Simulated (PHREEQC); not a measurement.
A solution holds 0.15 mol CsOH, 0.013 mol H3BO3 and 0.015 mol Na2CO3 per kg of water, at 25 °C. Closed to the air; pH follows from the charge balance.

All values are PHREEQC results (ion-association model, wateq4f.dat), not measurements.

| Property | Result |
|---|---|
| pH | 12.99 |
| ionic strength | 0.191 mol/kgw |
| activity of water | 0.994 |
| total alkalinity | 180 meq/kg |

```json
[
 {"species": "Cs+", "molality": "0.150", "activity": "0.112", "log γ": "-0.126"},
 {"species": "OH-", "molality": "0.137", "activity": "0.0974", "log γ": "-0.148"},
 {"species": "Na+", "molality": "0.0279", "activity": "0.0208", "log γ": "-0.127"},
 {"species": "H2BO3-", "molality": "0.0130", "activity": "0.00891", "log γ": "-0.164"},
 {"species": "CO3-2", "molality": "0.0129", "activity": "0.00406", "log γ": "-0.502"},
 {"species": "NaCO3-", "molality": "0.00210", "activity": "0.00157", "log γ": "-0.126"},
 {"species": "HCO3-", "molality": "1.18e-5", "activity": "8.84e-6", "log γ": "-0.126"},
 {"species": "H3BO3", "molality": "1.51e-6", "activity": "1.58e-6", "log γ": "0.019"},
 {"species": "NaHCO3", "molality": "9.90e-8", "activity": "1.03e-7", "log γ": "0.019"}
]
```

Precipitation was switched off in this run.
